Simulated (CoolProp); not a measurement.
A single-stage vapour-compression cycle with dimethyl ether: evaporating at 292.15 K (dew point), condensing at 347.15 K (bubble point), superheat 10 K, subcooling 2 K, compressor efficiency 0.8, no pressure losses. Each further row changes one setting.

The numbers come from the reference Helmholtz-energy equation of state, Wu 2011 in CoolProp.

| case | cooling COP | pressure ratio | discharge temperature (K) | refrigerating effect (kJ/kg) | volumetric capacity (kJ/m³) |
|---|---|---|---|---|---|
| as stated | 3.24 | 3.98 | 375.5 | 289 | 2880 |
| evaporating temperature 297.15 K | 3.70 | 3.43 | 373.3 | 294 | 3380 |
| condensing temperature 342.15 K | 3.69 | 3.58 | 369.4 | 303 | 3020 |
| subcooling 7 K | 3.40 | 3.98 | 375.5 | 303 | 3020 |
| superheat 20 K | 3.27 | 3.98 | 385.7 | 305 | 2920 |
| compressor efficiency 0.7 | 2.84 | 3.98 | 381.8 | 289 | 2880 |
